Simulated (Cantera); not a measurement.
A Cantera script and its output.

```python
import numpy as np
import cantera as ct

gas = ct.Solution("gri30.yaml")
gas.TPX = 1523, 100000, {'CH3OH': 1, 'O2': 0.833, 'N2': 3.13}
reactor = ct.IdealGasReactor(gas, energy="on", clone=False)
net = ct.ReactorNet([reactor])
net.rtol, net.atol = 1e-08, 1e-16
show = ['CH3OH', 'O2', 'C2H4', 'CH2O', 'CO2']
times = np.geomspace(2e-06, 8, 15)

steps = ct.SolutionArray(gas, extra=["t"])
rows = []
print(f"{'t/s':>10s}{'T/K':>9s}{'P/Pa':>11s}" + "".join(f"{s:>11s}" for s in show))
for t in times:
    while net.time < t:
        t_next = net.step()
        steps.append(gas.state, t=t_next)
    rows.append([np.interp(t, steps.t, y) for y in (steps.T, steps.P, *steps(*show).X.T)])
    print(f"{t:10.3e}{rows[-1][0]:9.1f}{rows[-1][1]:11.4g}" + "".join(f"{x:11.3e}" for x in rows[-1][2:]))
rate = np.gradient(steps.T, steps.t)
print("integrator steps:", len(steps.t))
if steps.T.max() > steps.T[0] + 200:
    print(f"time of steepest temperature rise: {steps.t[rate.argmax()]:.4e} s")
gas.TPX = 1523, 100000, {'CH3OH': 1, 'O2': 0.833, 'N2': 3.13}
gas.equilibrate("UV")
print(f"equilibrium (UV): T = {gas.T:.1f} K  " + "  ".join(f"{s} {gas[s].X[0]:.3e}" for s in show))
```

Result:

```
       t/s      T/K       P/Pa      CH3OH         O2       C2H4       CH2O        CO2
 2.000e-06   1523.0      1e+05  2.014e-01  1.678e-01  4.828e-10  2.998e-05  1.469e-06
 5.924e-06   1523.0      1e+05  2.013e-01  1.677e-01  4.688e-09  1.053e-04  4.497e-06
 1.755e-05   1523.1      1e+05  2.009e-01  1.675e-01  3.322e-08  4.076e-04  1.347e-05
 5.197e-05   1525.9  1.004e+05  1.982e-01  1.661e-01  1.001e-07  2.515e-03  4.114e-05
 1.539e-04   2655.2  2.235e+05  2.727e-14  3.988e-03  3.233e-20  7.057e-09  3.749e-02
 4.559e-04   2870.5  2.379e+05  5.384e-14  1.672e-03  3.902e-19  1.101e-08  3.777e-02
 1.350e-03   2865.0  2.375e+05  5.498e-14  1.579e-03  4.098e-19  1.109e-08  3.754e-02
 4.000e-03   2864.4  2.375e+05  5.509e-14  1.571e-03  4.117e-19  1.109e-08  3.751e-02
 1.185e-02   2864.4  2.375e+05  5.509e-14  1.571e-03  4.117e-19  1.109e-08  3.751e-02
 3.509e-02   2864.4  2.375e+05  5.509e-14  1.571e-03  4.117e-19  1.109e-08  3.751e-02
 1.039e-01   2864.4  2.375e+05  5.509e-14  1.571e-03  4.117e-19  1.109e-08  3.751e-02
 3.079e-01   2864.4  2.375e+05  5.509e-14  1.571e-03  4.117e-19  1.109e-08  3.751e-02
 9.119e-01   2864.4  2.375e+05  5.509e-14  1.571e-03  4.117e-19  1.109e-08  3.751e-02
 2.701e+00   2864.4  2.375e+05  5.509e-14  1.571e-03  4.117e-19  1.109e-08  3.751e-02
 8.000e+00   2864.4  2.375e+05  5.509e-14  1.571e-03  4.117e-19  1.109e-08  3.751e-02
integrator steps: 1781
time of steepest temperature rise: 1.3620e-04 s
equilibrium (UV): T = 2864.4 K  CH3OH 5.728e-14  O2 1.571e-03  C2H4 4.434e-19  CH2O 1.109e-08  CO2 3.751e-02
```

Cantera simulation using GRI-Mech 3.0 (53 species, 325 reactions); the numbers are that mechanism's predictions, not measurements. GRI-Mech 3.0 was tuned for natural gas; its chemistry of methanol as a main component is partial and can be far from experiment.
